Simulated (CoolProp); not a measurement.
A single-stage vapour-compression cycle with cis-2-butene: evaporating at 313.15 K (dew point), condensing at 366.15 K (bubble point), superheat 10 K, subcooling 0 K, compressor efficiency 0.6, no pressure losses. Each further row changes one setting.

Values from CoolProp's reference Helmholtz-energy equation of state, Lemmon 2005. It is a short technical equation, of lower accuracy than the large ones.

| case | cooling COP | pressure ratio | discharge temperature (K) | refrigerating effect (kJ/kg) | volumetric capacity (kJ/m³) |
|---|---|---|---|---|---|
| as stated | 2.71 | 3.64 | 391.9 | 261 | 2000 |
| evaporating temperature 318.15 K | 3.11 | 3.16 | 389.9 | 267 | 2340 |
| condensing temperature 361.15 K | 3.10 | 3.28 | 386.2 | 274 | 2100 |
| subcooling 5 K | 2.85 | 3.64 | 391.9 | 274 | 2100 |
| superheat 20 K | 2.76 | 3.64 | 402.1 | 278 | 2050 |
| compressor efficiency 0.5 | 2.26 | 3.64 | 401.2 | 261 | 2000 |
